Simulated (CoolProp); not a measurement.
Vapour-liquid equilibrium of carbon dioxide (1) + CHF3 (R23) (2) at 651 kPa; x and y are mole fractions of (1).

Computed with CoolProp (multi-fluid Helmholtz-energy mixture model, Span 1996 and Penoncello 2003; pair parameters Bell 2016).

Task: Give the bubble temperature and the first vapour's composition at x = 0.05, 0.425, 0.875. Is there an azeotrope?

Result: x = 0.05: 230.2 K, y = 0.074; x = 0.425: 225.4 K, y = 0.514; x = 0.875: 222.4 K, y = 0.891. No azeotrope shows between x = 0.05 and 0.95.

Pair parameters are fitted to limited data, so mixtures are less certain than the pure fluids.
